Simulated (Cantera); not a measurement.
Feed: 1 mol SiCl₄, 1.4 mol H₂, at 675 °C and 1 atm.

Equilibrium computed with Cantera from the NASA thermochemical tables; the gas is ideal and each condensed phase is pure. Candidate condensed phases: Si; 19 gas species. The tables' values for SiCl₃ are old estimates; treat these amounts as uncertain. Equilibrium is a limit: real reactors are often held back by kinetics, nucleation or transport.

Base state: H₂ 0.552, SiCl₄ 0.385, HCl 0.0314, SiHCl₃ 0.0305, SiCl₃ 0.000352, SiH₂Cl₂ 0.000245, SiCl₂ 1.08e-5 (mole fractions); condensed: gas only.

What changes in the equilibrium state with this change: temperature from 675 °C to 750 °C?


```tsv
species	before	after
H₂	0.552	0.541
SiCl₄	0.385	0.374
HCl	0.0314	0.0426
SiHCl₃	0.0305	0.0402
SiCl₂	1.08e-5	9.01e-5
SiCl₃	0.000352	0.00126
SiH₂Cl₂	0.000245	0.000479
```
